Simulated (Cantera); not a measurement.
An adiabatic, constant-volume homogeneous reactor starts with 16.8 % CH3OH, 10.5 % O2, 57.7 % N2, 15.1 % H2O, at 1625 K and 5.00 bar.

Computed with Cantera and GRI-Mech 3.0 (53 species, 325 reactions). GRI-Mech 3.0 was tuned for natural gas; its chemistry of methanol as a main component is partial and can be far from experiment.

One state of this run: T (K) = 2567; P (bar) = 9.75; x CH3OH = 2.46e-12; x O2 = 2.61e-5; x H2O = 0.258; x H2 = 0.133; x CH2 = 5.65e-12. x: mole fraction; the columns are a selection and need not sum to one.

Q: Which value of t (s) does it belong to?
(A) 0.000187
(B) 1.00e-6
(C) 2.85e-6
(D) 8.11e-6

A: A, 0.000187
